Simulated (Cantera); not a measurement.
Input: 1 mol SiO₂, 0.19 mol Al₂O₃, 0.72 mol O₂, at 0.420 Torr.

Cantera equilibrium calculation (NASA polynomials, part measured and part estimated; ideal gas, pure solids and liquids). Candidate condensed phases: Al, Al₂O₃, Al₂SiO₅, Al₆Si₂O₁₃, Si, SiO₂; 14 gas species. Mutual solubility and eutectic melting of coexisting phases are not modelled. The tables hold silica as quartz up to 1696 K and as liquid above; real silica turns to tridymite and cristobalite and melts near 1996 K. Condensed phases not in the tables: alloys, solid solutions and most ternary compounds. Rates play no part. All values below are at 1427 °C.

Base state: O₂ 0.998, O 0.00189 (mole fractions); condensed: Al₆Si₂O₁₃(mullite) + SiO₂(condensed).

What changes in the equilibrium state with this change: 0.013 mol H₂O added?


```tsv
species	before	after
O₂	0.998	0.980
H₂O	0	0.0170
O	0.00189	0.00187
OH	0	0.00143
H	0	2.38e-5
H₂	0	1.46e-5
Al₆Si₂O₁₃(mullite), mol	0.0633	0.0633
SiO₂(condensed), mol	0.873	0.873
```
Further candidate phases: H₂O.
